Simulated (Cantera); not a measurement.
Charge: 1 mol SiC, 0.35 mol N₂O, 170 mol H₂, equilibrated at 0.0133 bar.

These are equilibrium values from Cantera (NASA tables, ideal gas, pure condensed phases), not measurements of a reactor. Candidate condensed phases: C, C₆H₆, C₇H₈, C₈H₁₈, H₂O, Si, SiC, SiO₂, Si₂N₂O, Si₃N₄; 151 gas species. Mutual solubility and eutectic melting of coexisting phases are not modelled. The numbers say what is thermodynamically allowed, not how fast it happens. All values below are at 1350 K.

Base state: H₂ 0.997, N₂ 0.00136, CO 0.00135, CH₄ 2.74e-5, H 2.06e-5, SiO 1.03e-5 (mole fractions); condensed: SiC(s) + Si₂N₂O(s).

What changes in the equilibrium state with this change: SiC replaced by Si?


```
species          before    after
--------------  -------  -------
H₂                0.997    1.000
H               2.06e-5  2.06e-5
N₂              0.00136  1.22e-5
CO              0.00135        0
SiO             1.03e-5  1.22e-5
CH₄             2.74e-5        0
SiC(s), mol       0.764        0
Si₂N₂O(s), mol    0.117    0.348
Si(s), mol            0    0.302
```
